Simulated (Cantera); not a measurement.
What does this Cantera script print?

```python
import numpy as np
import cantera as ct

gas = ct.Solution("h2o2.yaml")
gas.TPX = 373, 47000, {'H2': 1, 'O2': 0.417, 'N2': 1.62}
flame = ct.FreeFlame(gas, width=0.068)
flame.set_refine_criteria(ratio=3, slope=0.08, curve=0.16)
flame.transport_model = "mixture-averaged"
flame.solve(loglevel=0, auto=True)
z, T = flame.grid, flame.T
thick = (T[-1] - T[0]) / np.gradient(T, z).max()
show = ['H2', 'O2', 'H2O2', 'H', 'O', 'HO2']
print(f"laminar burning velocity  {flame.velocity[0] * 100:.3f} cm/s")
print(f"burnt temperature         {T[-1]:.1f} K")
print(f"thermal thickness         {thick * 1e3:.4f} mm")
print(f"grid points               {len(z)}")
z0 = z[flame.heat_release_rate.argmax()]
print(f"{'z/mm':>9s}{'T/K':>9s}{'u/(m/s)':>9s}" + "".join(f"{s:>11s}" for s in show))
rows = []
for k in (-3, -2, -1.5, -1, -0.5, -0.25, 0, 0.25, 0.5, 1, 2, 4, 8):
    zz = z0 + k * thick
    rows.append([k * thick, np.interp(zz, z, T), np.interp(zz, z, flame.velocity),
                 *(np.interp(zz, z, flame.X[gas.species_index(s)]) for s in show)])
    print(f"{rows[-1][0] * 1e3:9.3f}{rows[-1][1]:9.1f}{rows[-1][2]:9.3f}" + "".join(f"{x:11.3e}" for x in rows[-1][3:]))
```

It prints:

```
laminar burning velocity  350.222 cm/s
burnt temperature         2369.0 K
thermal thickness         1.0377 mm
grid points               127
     z/mm      T/K  u/(m/s)         H2         O2       H2O2          H          O        HO2
   -3.113    373.0    3.502  3.293e-01  1.373e-01  4.411e-16  9.040e-18  6.300e-15  2.623e-14
   -2.075    373.0    3.502  3.293e-01  1.373e-01  1.122e-13  1.066e-15  7.253e-13  5.257e-12
   -1.556    373.0    3.502  3.293e-01  1.373e-01  3.042e-12  2.134e-14  1.342e-11  1.396e-10
   -1.038    373.0    3.502  3.292e-01  1.373e-01  2.421e-10  4.963e-12  5.425e-10  1.082e-08
   -0.519    377.9    3.537  3.270e-01  1.377e-01  1.617e-06  2.701e-06  5.581e-07  4.038e-05
   -0.259    606.2    5.529  2.956e-01  1.340e-01  5.705e-05  3.899e-03  1.319e-04  1.801e-04
    0.000   1090.7    9.597  1.909e-01  9.819e-02  3.011e-06  3.835e-02  3.826e-03  5.304e-05
    0.259   1413.9   12.290  9.084e-02  3.664e-02  1.942e-06  7.028e-02  9.035e-03  1.749e-05
    0.519   1558.9   13.460  6.824e-02  1.859e-02  1.348e-06  7.078e-02  9.155e-03  8.072e-06
    1.038   1703.6   14.578  6.767e-02  1.384e-02  7.614e-07  5.904e-02  8.127e-03  5.202e-06
    2.075   1853.6   15.697  6.913e-02  1.091e-02  3.911e-07  4.539e-02  6.466e-03  3.555e-06
    4.151   2002.5   16.770  6.888e-02  7.878e-03  2.057e-07  3.268e-02  4.541e-03  2.292e-06
    8.301   2133.9   17.688  6.722e-02  5.116e-03  1.195e-07  2.226e-02  2.798e-03  1.411e-06
```

Computed with Cantera and the H2/O2 subset of GRI-Mech 3.0, which has no nitrogen chemistry. Burning velocities carry a grid error of a few per cent, more on coarse grids.
